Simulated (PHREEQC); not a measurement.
0.16 g of hydrous ferric oxide (600 m²/g; 0.2 weak and 0.005 strong sites per Fe, Dzombak-Morel constants, diffuse double layer) in 1 kg of water with 0.3 mol/kgw of an inert sodium salt and 0.001 mol/kgw NaH2PO4, at 25 °C; the pH is set by adding NaOH or the inert anion's acid. Oxygen is held at 0.21 atm. CO2 from the air is kept out. Nothing may precipitate in this run.

Base run: PHREEQC, ion-association model, wateq4f.dat. Each further column changes one thing. The table gives surface charge σ (C/m²).

| pH | base | background salt from 0.3 to 0.03 mol/kgw | oxide from 0.16 to 0.8 g/kgw | 0.00073 mol/kgw Na2SO4 added |
|---|---|---|---|---|
| 4 | 0.017 | 0.009 | 0.130 | 0.017 |
| 4.75 | 0.004 | 0.001 | 0.086 | 0.004 |
| 5.12 | -0.006 | -0.003 | ___ | -0.006 |
| 5.88 | -0.031 | -0.013 | 0.023 | -0.031 |
| 6.25 | -0.044 | -0.018 | 0.005 | -0.044 |
| 7 | -0.068 | -0.028 | -0.027 | -0.068 |
| 7.75 | -0.082 | -0.036 | -0.056 | -0.082 |
| 8.12 | -0.089 | -0.038 | -0.069 | -0.089 |
| 8.88 | -0.106 | -0.046 | ___ | -0.106 |
| 9.25 | -0.116 | ___ | -0.110 | -0.116 |
| 10 | -0.148 | -0.072 | -0.147 | -0.148 |

**Question.** Some entries are withheld; supply them.

**Answer.** 
- 5.12, oxide from 0.16 to 0.8 g/kgw: 0.064
- 8.88, oxide from 0.16 to 0.8 g/kgw: -0.096
- 9.25, background salt from 0.3 to 0.03 mol/kgw: -0.052

H3PO4, which wateq4f.dat lacks, is added to it with the constant of phreeqc.dat.
